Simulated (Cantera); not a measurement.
## Equilibrium for iron carbonyl, mercury and lead vapours: Fe(CO)5 + O2 + N2

Feed: 1 mol Fe(CO)5, a varied amount of O2, 0.14 mol N2, at 1000 K and 0.00133 bar.

Method: chemical equilibrium by Gibbs-energy minimisation in Cantera with the NASA 1993 tables (ideal gas, pure condensed phases). Candidate condensed phases: C, Fe, Fe(CO)5, FeO, Fe2O3, Fe3O4; 27 gas species. The tables' stoichiometric FeO is somewhat more stable than real wüstite, so its field is too wide. FeO: taken at fixed stoichiometry. The numbers say what is thermodynamically allowed, not how fast it happens.

```json
[
 {"n(O2) (mol)": "0.017", "x CO": "0.966", "x CO2": "0.00661", "x N2": "0.0272", "n Fe(α)": "1.00", "n FeO(s)": "0"},
 {"n(O2) (mol)": "0.025", "x CO": "0.963", "x CO2": "0.00973", "x N2": "0.0272", "n Fe(α)": "1.00", "n FeO(s)": "0"},
 {"n(O2) (mol)": "0.037", "x CO": "0.958", "x CO2": "0.0144", "x N2": "0.0272", "n Fe(α)": "1.00", "n FeO(s)": "0"},
 {"n(O2) (mol)": "0.054", "x CO": "0.952", "x CO2": "0.0210", "x N2": "0.0272", "n Fe(α)": "1.00", "n FeO(s)": "0"},
 {"n(O2) (mol)": "0.081", "x CO": "0.941", "x CO2": "0.0315", "x N2": "0.0272", "n Fe(α)": "1.00", "n FeO(s)": "0"},
 {"n(O2) (mol)": "0.12", "x CO": "0.926", "x CO2": "0.0467", "x N2": "0.0272", "n Fe(α)": "1.00", "n FeO(s)": "0"},
 {"n(O2) (mol)": "0.18", "x CO": "0.903", "x CO2": "0.0700", "x N2": "0.0272", "n Fe(α)": "1.00", "n FeO(s)": "0"},
 {"n(O2) (mol)": "0.27", "x CO": "0.868", "x CO2": "0.105", "x N2": "0.0272", "n Fe(α)": "1.00", "n FeO(s)": "0"},
 {"n(O2) (mol)": "0.4", "x CO": "0.817", "x CO2": "0.156", "x N2": "0.0272", "n Fe(α)": "1.00", "n FeO(s)": "0"},
 {"n(O2) (mol)": "0.59", "x CO": "0.774", "x CO2": "0.199", "x N2": "0.0272", "n Fe(α)": "0.841", "n FeO(s)": "0.159"},
 {"n(O2) (mol)": "0.88", "x CO": "0.774", "x CO2": "0.199", "x N2": "0.0272", "n Fe(α)": "0.261", "n FeO(s)": "0.739"},
 {"n(O2) (mol)": "1.3", "x CO": "0.661", "x CO2": "0.311", "x N2": "0.0272", "n Fe(α)": "0", "n FeO(s)": "1.00"},
 {"n(O2) (mol)": "1.9", "x CO": "0.428", "x CO2": "0.545", "x N2": "0.0272", "n Fe(α)": "0", "n FeO(s)": "1.00"}
]
```
x: gas mole fraction; n: condensed amount in mol.

From 0.017 mol O2 to 0.4 mol O2 the condensed part is Fe(α). From 0.59 mol O2 to 0.88 mol O2 the condensed part is Fe(α) + FeO(s). From 1.3 mol O2 to 1.9 mol O2 the condensed part is FeO(s).
